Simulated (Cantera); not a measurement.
## Equilibrium for boron, boron nitride and boron oxide: B₂O₃ + N₂ + H₂ + O₂

Charge: 1 mol B₂O₃, 3.9 mol N₂, 0.25 mol H₂, 0.17 mol O₂, held at 0.0100 bar.

These are equilibrium values from Cantera (NASA tables, ideal gas, pure condensed phases), not measurements of a reactor. Candidate condensed phases: B, BN, B₂O₃, B₃O₃H₃, H₂O; 39 gas species. Kinetics and transport are ignored.

```json
[
 {"T (K)": "1948", "x N₂": "0.748", "x B₂O₃": "0.144", "x HBO₂": "0.0854", "x BO₂": "0.00945", "x BO": "0.000157", "x H": "0.000126", "x H₂O": "0.00485", "x O₂": "0.00561"},
 {"T (K)": "1998", "x N₂": "0.747", "x B₂O₃": "0.144", "x HBO₂": "0.0843", "x BO₂": "0.0113", "x BO": "0.000302", "x H": "0.000230", "x H₂O": "0.00515", "x O₂": "0.00508"},
 {"T (K)": "2048", "x N₂": "0.747", "x B₂O₃": "0.143", "x HBO₂": "0.0831", "x BO₂": "0.0134", "x BO": "0.000565", "x H": "0.000407", "x H₂O": "0.00543", "x O₂": "0.00456"},
 {"T (K)": "2098", "x N₂": "0.745", "x B₂O₃": "0.142", "x HBO₂": "0.0816", "x BO₂": "0.0157", "x BO": "0.00103", "x H": "0.000702", "x H₂O": "0.00567", "x O₂": "0.00407"},
 {"T (K)": "2148", "x N₂": "0.744", "x B₂O₃": "0.141", "x HBO₂": "0.0798", "x BO₂": "0.0183", "x BO": "0.00182", "x H": "0.00117", "x H₂O": "0.00587", "x O₂": "0.00365"},
 {"T (K)": "2198", "x N₂": "0.742", "x B₂O₃": "0.139", "x HBO₂": "0.0775", "x BO₂": "0.0212", "x BO": "0.00311", "x H": "0.00190", "x H₂O": "0.00599", "x O₂": "0.00334"},
 {"T (K)": "2248", "x N₂": "0.739", "x B₂O₃": "0.137", "x HBO₂": "0.0747", "x BO₂": "0.0244", "x BO": "0.00515", "x H": "0.00297", "x H₂O": "0.00602", "x O₂": "0.00316"},
 {"T (K)": "2298", "x N₂": "0.735", "x B₂O₃": "0.135", "x HBO₂": "0.0713", "x BO₂": "0.0283", "x BO": "0.00821", "x H": "0.00447", "x H₂O": "0.00596", "x O₂": "0.00314"},
 {"T (K)": "2348", "x N₂": "0.730", "x B₂O₃": "0.131", "x HBO₂": "0.0672", "x BO₂": "0.0327", "x BO": "0.0126", "x H": "0.00648", "x H₂O": "0.00580", "x O₂": "0.00326"}
]
```
x: gas mole fraction; nothing condenses.

From 1948 K to 2348 K nothing is condensed. The main B-bearing gas is B₂O₃ throughout.
